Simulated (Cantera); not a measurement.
Equilibrium for abatement and gas-phase synthesis: HCl + H2 + O2

A closed system holds: 1 mol HCl, 2.1 mol H2, 1.7 mol O2, at 8.90 mbar.

Equilibrium computed with Cantera from the NASA thermochemical tables; the gas is ideal and each condensed phase is pure. Candidate condensed phases: H2O; 14 gas species. Kinetics and transport are ignored.

```
T (K)  x H2O   x HCl   x O2       x H     x Cl       x O      x OH      x H2
-----  -----  ------  -----  --------  -------  --------  --------  --------
1298   0.561   0.264  0.172   1.24e-8  0.00231   7.51e-7   7.53e-5   1.20e-6
1448   0.562   0.260  0.171   3.56e-7  0.00569   8.56e-6  0.000359   1.32e-5
1598   0.563   0.254  0.169   5.47e-6   0.0117   6.18e-5   0.00128   9.40e-5
1748   0.565   0.244  0.166   5.31e-5   0.0208  0.000317   0.00364  0.000480
1898   0.563   0.230  0.161  0.000362   0.0330   0.00125   0.00875   0.00190
2048   0.555   0.213  0.154   0.00186   0.0477   0.00399    0.0183   0.00615
2198   0.530   0.191  0.146   0.00760   0.0638    0.0108    0.0338    0.0166
2348   0.476   0.164  0.137    0.0252   0.0800    0.0256    0.0556    0.0370
2498   0.379   0.131  0.126    0.0682   0.0945    0.0540    0.0802    0.0667
2648   0.249  0.0926  0.111     0.150    0.105     0.102    0.0980    0.0930
```
x: gas mole fraction; nothing condenses.

From 1298 K to 2648 K nothing is condensed.
